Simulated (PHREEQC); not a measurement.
Solution (35 °C and 10 atm): 0.0073 mol PbCl2 per kg of water. Closed to the air; pH follows from the charge balance.

The numbers come from PHREEQC with the ion-association model, phreeqc.dat.

No solid was allowed to form.

Question: Predict the pH, ionic strength.

Answer: pH 5.07; ionic strength 0.0179 mol/kgw.

Question: In which forms is Pb present?

Answer: Pb+2 73 %, PbCl+ 27 % of the Pb.
